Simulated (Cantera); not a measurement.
An adiabatic, constant-pressure homogeneous reactor starts with 5.56 % C3H8, 19.9 % O2, 74.6 % N2, equivalence ratio 1.4, at 1725 K and 10.0 bar.

Model: GRI-Mech 3.0 (53 species, 325 reactions), integrated in Cantera. GRI-Mech 3.0 was tuned for natural gas; its chemistry of propane as a main component is partial and can be far from experiment. Above 3000 K some thermodynamic fits are extrapolated.

Question: Predict: time of steepest temperature rise; temperature at 7.00 s; equilibrium temperature; x(O2) at 7.00 s; x(O) at 7.00 s; x(CO2) at 7.00 s.

Answer: 
```json
{
 "time_of_steepest_temperature_rise": "3.56 µs",
 "temperature at 7.00 s": "3036 K",
 "equilibrium_temperature": "3036 K",
 "x(O2) at 7.00 s": "0.00227 (gas-phase equilibrium 0.00227)",
 "x(O) at 7.00 s": "0.00194 (gas-phase equilibrium 0.00194)",
 "x(CO2) at 7.00 s": "0.0410 (gas-phase equilibrium 0.0410)"
}
```
